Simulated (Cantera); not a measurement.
Mixture: CH4 : O2 : N2 = 1 : 2.82 : 10.6 (molar parts), equivalence ratio 0.71, at 608 Torr, adiabatic and at constant volume. Ignition delay is the time to a rise of 400 K.

Detailed kinetics in Cantera: GRI-Mech 3.0 (53 species, 325 reactions).

Q: Predict: delay at 1200 K; delay at 1350 K; delay at 1500 K; delay at 1650 K; delay at 1800 K; apparent activation energy between 1650 and 1800 K.

A: 
| Property | Result |
|---|---|
| delay at 1200 K | 44.0 ms |
| delay at 1350 K | 5.93 ms |
| delay at 1500 K | 1.17 ms |
| delay at 1650 K | 0.335 ms |
| delay at 1800 K | 0.125 ms |
| apparent activation energy between 1650 and 1800 K | 160 kJ/mol |
